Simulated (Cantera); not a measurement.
A closed system holds: 1 mol SiH2Cl2, 0.014 mol C2H4, 22 mol H2, equilibrated at 2325 K and 6300 Pa.

Cantera equilibrium calculation (NASA polynomials, part measured and part estimated; ideal gas, pure solids and liquids). Candidate condensed phases: C, C6H6, C7H8, C8H18, Si, SiC; 109 gas species. The tables' values for SiCl, SiCl3 are old estimates; treat these amounts as uncertain. Gases not in the tables: Si2H6 and higher silanes. Rates play no part.

Base state: H2 0.865, HCl 0.0607, H 0.0408, Si 0.0184, SiCl2 0.00729, SiCl 0.00232, Cl 0.00205, SiH 0.00151 (mole fractions); condensed: Si(l).

What changes in the equilibrium state with this change: temperature from 2325 K to 2448.15 K?


```json
[
 {"species": "H2", "before": "0.865", "after": "0.823"},
 {"species": "H", "before": "0.0408", "after": "0.0720"},
 {"species": "HCl", "before": "0.0607", "after": "0.0631"},
 {"species": "Si", "before": "0.0184", "after": "0.0275"},
 {"species": "SiCl3", "before": "1.03e-5", "after": "4.52e-6"},
 {"species": "SiC2", "before": "2.45e-5", "after": "5.57e-5"},
 {"species": "Si3", "before": "6.88e-5", "after": "3.53e-5"},
 {"species": "Cl", "before": "0.00205", "after": "0.00392"},
 {"species": "SiCl2", "before": "0.00729", "after": "0.00403"},
 {"species": "Si(l), mol", "before": "0.173", "after": "0"}
]
```
The tables' values for SiCl are old estimates; treat these amounts as uncertain.

What changes in the equilibrium state with this change: H2 from 22 to 55 mol?


| species | before | after |
|---|---|---|
| H2 | 0.865 | 0.911 |
| H | 0.0408 | 0.0418 |
| HCl | 0.0607 | 0.0298 |
| SiCl2 | 0.00729 | 0.00113 |
| Si | 0.0184 | 0.0125 |
| SiCl3 | 1.03e-5 | 7.69e-7 |
| Si3 | 6.88e-5 | 2.13e-5 |
| SiCl | 0.00232 | 0.000754 |
| Si(l), mol | 0.173 | 0 |
The tables' values for SiCl are old estimates; treat these amounts as uncertain.

What changes in the equilibrium state with this change: SiH2Cl2 replaced by SiCl4?


```
species            before    after
----------------  -------  -------
H2                  0.865    0.805
HCl                0.0607    0.113
H                  0.0408   0.0393
SiCl2             0.00729   0.0198
Si                 0.0184   0.0134
SiCl3             1.03e-5  5.42e-5
Si3               6.88e-5  2.63e-5
C2H2 (acetylene)  3.75e-5  9.11e-5
Cl                0.00205  0.00397
Si(l), mol          0.173        0
```
